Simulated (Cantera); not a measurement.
Feed: 1 mol SiF₄, 0.13 mol H₂O, equilibrated at 1075 K and 27.0 Pa.

Equilibrium computed with Cantera from the NASA thermochemical tables; the gas is ideal and each condensed phase is pure. Candidate condensed phases: H₂O, Si, SiO₂; 38 gas species. Equilibrium is a limit: real reactors are often held back by kinetics, nucleation or transport.

Base state: SiF₄ 0.783, HF 0.215, H₂O 0.00117 (mole fractions); condensed: SiO₂(β-quartz).

What changes in the equilibrium state with this change: 0.3 mol NH₃ added?


```json
[
 {"species": "SiF₄", "before": "0.783", "after": "0.521"},
 {"species": "H₂", "before": "1.71e-7", "after": "0.251"},
 {"species": "HF", "before": "0.215", "after": "0.144"},
 {"species": "N₂", "before": "0", "after": "0.0836"},
 {"species": "SiF₃", "before": "1.03e-8", "after": "1.24e-5"},
 {"species": "H₂O", "before": "0.00117", "after": "0.000637"},
 {"species": "SiO₂(β-quartz), mol", "before": "0.0643", "after": "0.0644"}
]
```
The tables' values for SiF₃ are old estimates; treat these amounts as uncertain. Further candidate phases: Si₂N₂O, Si₃N₄.
